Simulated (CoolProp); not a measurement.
Model: reference Helmholtz-energy equation of state, Lemmon 2006, in CoolProp. It is a short technical equation, of lower accuracy than the large ones.

Q: For C3F8 (R218), give the phase and the density (kg/m³), Joule-Thomson coefficient (K/MPa), expansivity (1/kK), fugacity coefficient at -95.35 °C and 0.0475 MPa; -95.35 °C and 1.27 MPa; -95.35 °C and 1.92 MPa.

A: 
- -95.35 °C and 0.0475 MPa: liquid; density 1820, Joule-Thomson coefficient -0.420, expansivity 1.91, fugacity coefficient 0.0511
- -95.35 °C and 1.27 MPa: liquid; density 1830, Joule-Thomson coefficient -0.422, expansivity 1.89, fugacity coefficient 0.00208
- -95.35 °C and 1.92 MPa: liquid; density 1830, Joule-Thomson coefficient -0.423, expansivity 1.88, fugacity coefficient 0.00144
